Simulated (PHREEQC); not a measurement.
A made-up water analysis in mg/L, 47 °C, pH 6.44, pe 8.1:

| constituent | mg/L |
|---|---|
| Na | 15.6 |
| K | 0.0221 |
| Ca | 8.22 |
| Mg | 1.04 |
| Cl | 21.5 |
| S(6) as SO4 | 18.1 |
| Alkalinity as HCO3 | 14.7 |
| Ba | 0.0984 |

Na is adjusted to close the charge balance.
Valence states are taken as typed.

Model: ion-association model, phreeqc.dat, run in PHREEQC.

This is a speciation only: nothing precipitates in the calculation.

Q: Predict the specific conductance.

A: specific conductance 222 µS/cm.

Q: In which forms is Ba present?

A: Ba+2 94 %, BaSO4 5.8 % of the Ba.

Complexes and solids missing from the database can't appear. Constants without temperature data keep their 25 °C values here.
